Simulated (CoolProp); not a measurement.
Saturation properties of cyclohexane.

The numbers come from the reference Helmholtz-energy equation of state, Zhou 2014 in CoolProp.

```tsv
T (°C)	p (MPa)	liquid density (kg/m³)	vapour density (kg/m³)	enthalpy of vaporisation (kJ/kg)	surface tension (mN/m)
58.45	0.04921	741.7	1.536	371.2	20.5
69.65	0.07175	730.6	2.182	363.8	19.2
80.85	0.1017	719.3	3.023	356.3	17.9
92.05	0.1407	707.8	4.094	348.5	16.6
103.25	0.1903	696.1	5.437	340.5	15.4
114.45	0.2523	684.1	7.097	332.2	14.2
125.65	0.3286	671.8	9.126	323.5	13.0
136.85	0.4211	659.2	11.58	314.4	11.8
148.05	0.5318	646.1	14.53	304.8	10.6
159.25	0.6628	632.5	18.06	294.6	9.52
170.45	0.8162	618.4	22.25	283.8	8.43
181.65	0.9943	603.5	27.25	272.2	7.36
```

It boils at 80.7 °C under 1 atm.

Surface tension comes from a separate correlation (Mulero 2012).
